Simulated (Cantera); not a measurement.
Input: 1 mol Al₂O₃, 0.12 mol Cl₂, at 1675 K and 7.50 Torr.

Cantera equilibrium calculation (NASA polynomials, part measured and part estimated; ideal gas, pure solids and liquids). Candidate condensed phases: Al, AlCl₃, Al₂O₃; 17 gas species. The numbers say what is thermodynamically allowed, not how fast it happens.

Base state: Cl 0.760, Cl₂ 0.204, AlCl₃ 0.0207, O₂ 0.0154, ClO 0.000189, O 4.24e-5 (mole fractions); condensed: Al₂O₃(s).

What changes in the equilibrium state with this change: Al₂O₃ replaced by Fe₂O₃?


| species | before | after |
|---|---|---|
| O₂ | 0.0154 | 0.628 |
| FeCl₂ | 0 | 0.267 |
| Cl | 0.760 | 0.0994 |
| AlCl₃ | 0.0207 | 0 |
| Cl₂ | 0.204 | 0.00350 |
| FeCl₃ | 0 | 0.00212 |
| O | 4.24e-5 | 0.000271 |
| ClO | 0.000189 | 0.000158 |
| Al₂O₃(s), mol | 0.998 | 0 |
| Fe₃O₄(s), mol | 0 | 0.633 |
Further candidate phases: Fe, FeCl₂, FeCl₃, FeO, Fe₂O₃, Fe₃O₄.
